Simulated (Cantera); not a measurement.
## Premixed flame

A freely propagating, adiabatic, planar premixed flame of 29.7 % H₂, 20.1 % O₂, 50.2 % N₂, unburnt at 650 K and 750 Torr; mixture-averaged transport, grid criteria slope 0.08 and curve 0.16, no radiation.

Model: the H2/O2 subset of GRI-Mech 3.0, which has no nitrogen chemistry, integrated in Cantera. Burning velocities carry a grid error of a few per cent, more on coarse grids.

| z (mm) | T (K) | u (m/s) | x H₂ | x O₂ | x HO₂ | x H₂O₂ | x H | x OH |
|---|---|---|---|---|---|---|---|---|
| -1.24 | 650 | 9.71 | 0.297 | 0.201 | <1e-8 | <1e-8 | <1e-8 | <1e-8 |
| -0.829 | 650 | 9.71 | 0.297 | 0.201 | <1e-8 | <1e-8 | <1e-8 | <1e-8 |
| -0.622 | 650 | 9.71 | 0.297 | 0.201 | 1.45e-8 | <1e-8 | <1e-8 | <1e-8 |
| -0.415 | 650 | 9.71 | 0.297 | 0.201 | 7.65e-7 | <1e-8 | 7.27e-8 | <1e-8 |
| -0.207 | 664 | 9.89 | 0.293 | 0.201 | 0.000261 | 2.66e-6 | 0.000241 | 6.68e-5 |
| -0.104 | 860 | 12.5 | 0.258 | 0.197 | 0.000236 | 1.29e-5 | 0.00745 | 0.00104 |
| 0 | 1311 | 18.4 | 0.136 | 0.150 | 0.000120 | 8.02e-6 | 0.0424 | 0.00680 |
| 0.104 | 1636 | 22.6 | 0.0514 | 0.0886 | 6.13e-5 | 3.39e-6 | 0.0575 | 0.0172 |
| 0.207 | 1797 | 24.6 | 0.0380 | 0.0745 | 4.26e-5 | 1.86e-6 | 0.0501 | 0.0223 |
| 0.415 | 1973 | 26.7 | 0.0345 | 0.0695 | 2.96e-5 | 1.00e-6 | 0.0373 | 0.0265 |
| 0.829 | 2156 | 28.8 | 0.0301 | 0.0658 | 1.93e-5 | 6.12e-7 | 0.0248 | 0.0292 |
| 1.66 | 2330 | 30.7 | 0.0238 | 0.0628 | 1.28e-5 | 4.52e-7 | 0.0145 | 0.0295 |
| 3.32 | 2474 | 32.3 | 0.0169 | 0.0607 | 1.07e-5 | 4.53e-7 | 0.00761 | 0.0274 |
x: mole fraction of selected species; z is measured from the peak of heat release.

```json
{
 "laminar_burning_velocity": "971 cm/s",
 "thermal_thickness": "0.415 mm",
 "peak x(HO₂)": "0.000333",
 "peak x(H₂O₂)": "1.29e-5",
 "peak x(H)": "0.0577",
 "peak x(OH)": "0.0297"
}
```
